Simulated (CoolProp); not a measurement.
The numbers come from the reference Helmholtz-energy equation of state, Zhou 2012 in CoolProp.

Give the vapour pressure (bar), vapour density (kg/m³), surface tension (mN/m), liquid conductivity (mW/(m K)) of saturated m-xylene at 323.1 K.


```tsv
T (K)	p (bar)	vapour density (kg/m³)	surface tension (mN/m)	liquid conductivity (mW/(m K))
323.1	0.0415	0.165	25.4	123
```

Thermal conductivity comes from a separate model (Mylona 2014). Surface tension comes from a separate correlation (Mulero 2014).
